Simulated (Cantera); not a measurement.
Charge: 1 mol FeS, 3.4 mol SO3, 3.9 mol O2, 4 mol SO2, at 477 °C and 1.80 bar.

These are equilibrium values from Cantera (NASA tables, ideal gas, pure condensed phases), not measurements of a reactor. Candidate condensed phases: Fe, FeO, FeS, FeSO4, FeS2, Fe2O3, Fe2(SO4)3, Fe3O4, S; 12 gas species. Rates play no part.

Base state: SO3 0.886, SO2 0.110, O2 0.00426 (mole fractions); condensed: Fe2(SO4)3(s).

Question: What changes in the equilibrium state with this change: temperature from 477 °C to 1400 °C?

Answer: 
```
species             before    after
-----------------  -------  -------
SO2                  0.110    0.680
O2                 0.00426    0.311
SO3                  0.886  0.00864
O                    <1e-9  1.39e-5
Fe2(SO4)3(s), mol    0.500        0
Fe2O3(s), mol            0    0.500
```
